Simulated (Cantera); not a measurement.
A Cantera script and its output.

```python
import numpy as np
import cantera as ct

gas = ct.Solution("gri30.yaml", transport_model="mixture-averaged")
show = ['OH', 'CH3', 'H']

rows = []
print(f"{'T/K':>7s}{'rho':>11s}{'cp':>10s}{'mu':>11s}{'lambda':>11s}{'Pr':>7s}" + "".join(f"{'D_' + s:>11s}" for s in show))
for T in [400, 650, 900, 1150, 1400, 1650]:
    gas.TPX = T, 70, {'N2O': 0.54}
    Pr = gas.cp_mass * gas.viscosity / gas.thermal_conductivity
    D = [gas.mix_diff_coeffs_mole[gas.species_index(s)] for s in show]
    rows.append([gas.density, gas.cp_mass, gas.viscosity, gas.thermal_conductivity, Pr, *D])
    print(f"{T:7g}{gas.density:11.4e}{gas.cp_mass:10.1f}{gas.viscosity:11.4e}"
          f"{gas.thermal_conductivity:11.4e}{Pr:7.3f}" + "".join(f"{d:11.4e}" for d in D))
print("SI units: kg/m3, J/kg/K, Pa s, W/m/K, m2/s")
```

It prints:

```
    T/K        rho        cp         mu     lambda     Pr       D_OH      D_CH3        D_H
    400 9.2637e-04     970.3 1.9459e-05 2.5465e-02  0.741 5.9444e-02 4.2367e-02 2.4034e-01
    650 5.7007e-04    1126.8 2.9093e-05 4.4367e-02  0.739 1.3824e-01 1.0062e-01 5.7097e-01
    900 4.1172e-04    1226.6 3.7113e-05 6.1547e-02  0.740 2.4017e-01 1.7641e-01 1.0011e+00
   1150 3.2222e-04    1285.1 4.4145e-05 7.7125e-02  0.736 3.6248e-01 2.6748e-01 1.5181e+00
   1400 2.6468e-04    1326.8 5.0510e-05 9.1407e-02  0.733 5.0343e-01 3.7244e-01 2.1139e+00
   1650 2.2457e-04    1359.1 5.6394e-05 1.0465e-01  0.732 6.6176e-01 4.9032e-01 2.7830e+00
SI units: kg/m3, J/kg/K, Pa s, W/m/K, m2/s
```

Computed with Cantera and GRI-Mech 3.0 (53 species, 325 reactions). The composition is frozen, though it would react at the higher temperatures.
